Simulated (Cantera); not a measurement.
Input: 1 mol toluene, 0.06 mol H₂O, 38 mol N₂, at 2598.15 K and 2.80 bar.

Method: chemical equilibrium by Gibbs-energy minimisation in Cantera with the NASA 1993 tables (ideal gas, pure condensed phases). Candidate condensed phases: C, C₆H₆, C₇H₈, C₈H₁₈, H₂O; 136 gas species. The numbers say what is thermodynamically allowed, not how fast it happens.

Base state: N₂ 0.886, H₂ 0.0783, HCN 0.0236, H 0.00637, HNC 0.00308, CO 0.00142, C₂H₂ (acetylene) 0.00126, CN 0.000127 (mole fractions); condensed: C(graphite).

Q: What changes in the equilibrium state with this change: H₂O from 0.06 to 0.46 mol?

A: 
```csv
species,before,after
N₂,0.886,0.868
H₂,0.0783,0.0851
HCN,0.0236,0.0244
CO,0.00142,0.0107
C₂H₂ (acetylene),0.00126,0.00137
H,0.00637,0.00664
"C(graphite), mol",5.69,5.22
```
